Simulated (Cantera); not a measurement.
A closed system holds: 1 mol Ca(OH)2, 0.84 mol H2O, 0.026 mol H2, equilibrated at 1475 °C and 0.000370 bar.

These are equilibrium values from Cantera (NASA tables, ideal gas, pure condensed phases), not measurements of a reactor. Candidate condensed phases: Ca, CaO, Ca(OH)2, H2O; 14 gas species. The numbers say what is thermodynamically allowed, not how fast it happens.

Base state: H2O 0.965, H2 0.0244, O2 0.00453, OH 0.00428, H 0.00185, O 0.000257, Ca(OH)2 1.03e-5 (mole fractions); condensed: CaO(s).

**Question.** What changes in the equilibrium state with this change: pressure from 0.000370 bar to 0.133 bar?

**Answer.** 
```json
[
 {"species": "H2O", "before": "0.965", "after": "0.985"},
 {"species": "H2", "before": "0.0244", "after": "0.0141"},
 {"species": "OH", "before": "0.00428", "after": "0.000303"},
 {"species": "O2", "before": "0.00453", "after": "3.91e-5"},
 {"species": "Ca(OH)2", "before": "1.03e-5", "after": "1.06e-5"},
 {"species": "O", "before": "0.000257", "after": "1.26e-6"},
 {"species": "H", "before": "0.00185", "after": "7.44e-5"},
 {"species": "CaO(s), mol", "before": "1.000", "after": "1.000"}
]
```

**Question.** What changes in the equilibrium state with this change: H2 from 0.026 to 0.011 mol?

**Answer.** 
```csv
species,before,after
H2O,0.965,0.966
H2,0.0244,0.0205
O2,0.00453,0.00642
Ca(OH)2,1.03e-5,1.04e-5
O,0.000257,0.000305
OH,0.00428,0.00468
"CaO(s), mol",1.000,1.000
```
